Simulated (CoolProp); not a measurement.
A simple Rankine cycle with R365MFC: condensing at 311.15 K, boiler at 1.66 MPa, turbine inlet 427.2 K, turbine efficiency 0.8, pump efficiency 0.8, no recuperator. Each further row changes one setting.

Model: reference Helmholtz-energy equation of state, Lemmon 2016, in CoolProp.

```json
[
 {"case": "as stated", "thermal efficiency (%)": "14.7", "net work (kJ/kg)": "42.9", "heat in (kJ/kg)": "293", "turbine exit temperature (K)": "367.2", "volume ratio over the turbine": "21.4"},
 {"case": "turbine inlet 447.2 K", "thermal efficiency (%)": "14.5", "net work (kJ/kg)": "46.7", "heat in (kJ/kg)": "323", "turbine exit temperature (K)": "390.4", "volume ratio over the turbine": "20.0"},
 {"case": "condensing temperature 303.15 K", "thermal efficiency (%)": "15.7", "net work (kJ/kg)": "47.6", "heat in (kJ/kg)": "304", "turbine exit temperature (K)": "362.6", "volume ratio over the turbine": "28.8"},
 {"case": "boiler pressure 1.16 MPa", "thermal efficiency (%)": "13.2", "net work (kJ/kg)": "40.3", "heat in (kJ/kg)": "304", "turbine exit temperature (K)": "379.6", "volume ratio over the turbine": "13.3"},
 {"case": "turbine efficiency 0.7", "thermal efficiency (%)": "12.8", "net work (kJ/kg)": "37.4", "heat in (kJ/kg)": "293", "turbine exit temperature (K)": "372.2", "volume ratio over the turbine": "21.8"}
]
```
